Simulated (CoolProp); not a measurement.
Vapour-liquid equilibrium of ethane (1) + n-butane (2) at 0.516 MPa; x and y are mole fractions of (1).

Computed with CoolProp (multi-fluid Helmholtz-energy mixture model, Bücker 2006 and Bücker 2006; pair parameters Kunz 2012).

| x | bubble temperature, mixture model (K) | bubble temperature, Raoult's law (K) | y, mixture model | y, Raoult's law |
|---|---|---|---|---|
| 0.05 | 309.7 | 304.2 | 0.334 | 0.461 |
| 0.2 | 275.6 | 270.1 | 0.799 | 0.858 |
| 0.35 | 255.4 | 252.4 | 0.924 | 0.945 |
| 0.5 | 242.8 | 241.3 | 0.966 | 0.975 |
| 0.65 | 234.2 | 233.4 | 0.984 | 0.988 |
| 0.8 | 227.9 | 227.5 | 0.993 | 0.995 |
| 0.95 | 222.8 | 222.7 | 0.999 | 0.999 |

The largest gap from Raoult's law is +5.5 K in bubble temperature, at x = 0.2. No azeotrope shows between x = 0.05 and 0.95.

Pair parameters are fitted to limited data, so mixtures are less certain than the pure fluids.
